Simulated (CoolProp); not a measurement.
Saturation properties of methanol.

Computed with CoolProp (reference Helmholtz-energy equation of state, de Reuck 1993).

| T (°C) | p (bar) | vapour density (kg/m³) | enthalpy of vaporisation (kJ/kg) | liquid cp (kJ/(kg K)) | liquid conductivity (mW/(m K)) |
|---|---|---|---|---|---|
| -17.65 | 0.01223 | 0.01860 | 1228 | 2.330 | 208 |
| 13.95 | 0.09331 | 0.1277 | ? | 2.471 | 202 |
| 45.55 | 0.4576 | 0.5747 | 1136 | 2.674 | 196 |
| 77.15 | ? | 1.925 | 1075 | 2.939 | ? |
| 108.75 | ? | 5.249 | 998.8 | 3.267 | 184 |
| 140.35 | 11.00 | 12.49 | 897.6 | 3.684 | 178 |
| 171.95 | 22.92 | 27.45 | 762.7 | 4.282 | 172 |
| 203.55 | ? | 56.56 | 600.3 | 5.487 | 167 |

Q: What belongs in the gaps?

A: 
- 13.95, enthalpy of vaporisation (kJ/kg): 1185
- 77.15, p (bar): 1.635
- 77.15, liquid conductivity (mW/(m K)): 190
- 108.75, p (bar): 4.627
- 203.55, p (bar): 43.02

It boils at 64.5 °C under 1 atm.

Thermal conductivity comes from a separate model (Sykioti 2013).
